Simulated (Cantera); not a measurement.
Input: 1 mol V2O5, 530 mol H2, 1.1 mol N2, equilibrated at 1898 K and 25.0 mbar.

These are equilibrium values from Cantera (NASA tables, ideal gas, pure condensed phases), not measurements of a reactor. Candidate condensed phases: H2O, V, VN, VO, V2O3, V2O4, V2O5; 28 gas species. VO: taken at fixed stoichiometry. Rates play no part.

Base state: H2 0.987, H2O 0.00561, H 0.00491, N2 0.00207, VO2 2.72e-5, VO 1.46e-5 (mole fractions); condensed: VO(s).

Q: What changes in the equilibrium state with this change: temperature from 1898 K to 2023 K?

A: 
| species | before | after |
|---|---|---|
| H2 | 0.987 | 0.980 |
| H | 0.00491 | 0.0119 |
| H2O | 0.00561 | 0.00548 |
| VO2 | 2.72e-5 | 0.000133 |
| VO | 1.46e-5 | 0.000110 |
| N2 | 0.00207 | 0.00206 |
| VO(s), mol | 1.98 | 1.87 |
